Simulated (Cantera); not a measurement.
# Stirred combustor or abatement burner

A perfectly stirred reactor is fed with 5.18 % CH₄, 19.2 % O₂, 71.9 % N₂, 3.73 % H₂O, equivalence ratio 0.54, at 3.90 bar; it is adiabatic with a 775 K inlet, and is followed from long to short residence time, starting on the burning branch (τ in s: 0.029, 0.016, 0.0088, 0.0049, 0.0027, 0.0015, 0.00082, 0.00045, 0.00025, 0.00014, 7.7e-05, 4.2e-05).

Detailed kinetics in Cantera: GRI-Mech 3.0 (53 species, 325 reactions).

```json
[
 {"τ (s)": "0.029", "T (K)": "1889", "x CH₄": "9.88e-6", "x O₂": "0.0878", "x HCN": "9.03e-9", "x CO₂": "0.0515", "x H": "5.37e-6", "x NO": "2.22e-5", "x N₂O": "5.91e-7"},
 {"τ (s)": "0.016", "T (K)": "1888", "x CH₄": "1.55e-5", "x O₂": "0.0878", "x HCN": "1.04e-8", "x CO₂": "0.0514", "x H": "8.01e-6", "x NO": "1.70e-5", "x N₂O": "7.24e-7"},
 {"τ (s)": "0.0088", "T (K)": "1885", "x CH₄": "2.39e-5", "x O₂": "0.0879", "x HCN": "1.24e-8", "x CO₂": "0.0512", "x H": "1.27e-5", "x NO": "1.40e-5", "x N₂O": "9.05e-7"},
 {"τ (s)": "0.0049", "T (K)": "1882", "x CH₄": "3.58e-5", "x O₂": "0.0880", "x HCN": "1.52e-8", "x CO₂": "0.0509", "x H": "2.08e-5", "x NO": "1.21e-5", "x N₂O": "1.12e-6"},
 {"τ (s)": "0.0027", "T (K)": "1876", "x CH₄": "5.36e-5", "x O₂": "0.0881", "x HCN": "1.94e-8", "x CO₂": "0.0505", "x H": "3.51e-5", "x NO": "1.09e-5", "x N₂O": "1.35e-6"},
 {"τ (s)": "0.0015", "T (K)": "1869", "x CH₄": "7.97e-5", "x O₂": "0.0883", "x HCN": "2.51e-8", "x CO₂": "0.0499", "x H": "5.92e-5", "x NO": "9.75e-6", "x N₂O": "1.53e-6"},
 {"τ (s)": "0.00082", "T (K)": "1858", "x CH₄": "0.000121", "x O₂": "0.0887", "x HCN": "3.33e-8", "x CO₂": "0.0490", "x H": "0.000101", "x NO": "8.58e-6", "x N₂O": "1.62e-6"},
 {"τ (s)": "0.00045", "T (K)": "1843", "x CH₄": "0.000185", "x O₂": "0.0894", "x HCN": "4.50e-8", "x CO₂": "0.0476", "x H": "0.000169", "x NO": "7.33e-6", "x N₂O": "1.59e-6"},
 {"τ (s)": "0.00025", "T (K)": "1821", "x CH₄": "0.000291", "x O₂": "0.0905", "x HCN": "6.17e-8", "x CO₂": "0.0455", "x H": "0.000270", "x NO": "6.04e-6", "x N₂O": "1.46e-6"},
 {"τ (s)": "0.00014", "T (K)": "1789", "x CH₄": "0.000482", "x O₂": "0.0923", "x HCN": "8.57e-8", "x CO₂": "0.0422", "x H": "0.000407", "x NO": "4.68e-6", "x N₂O": "1.25e-6"},
 {"τ (s)": "7.7e-5", "T (K)": "1734", "x CH₄": "0.000962", "x O₂": "0.0962", "x HCN": "1.20e-7", "x CO₂": "0.0362", "x H": "0.000545", "x NO": "2.89e-6", "x N₂O": "9.39e-7"},
 {"τ (s)": "4.2e-5", "T (K)": "775", "x CH₄": "0.0518", "x O₂": "0.192", "x HCN": "<1e-12", "x CO₂": "<1e-12", "x H": "<1e-12", "x NO": "<1e-12", "x N₂O": "<1e-12"}
]
```
x: mole fraction; the columns are a selection and need not sum to one.
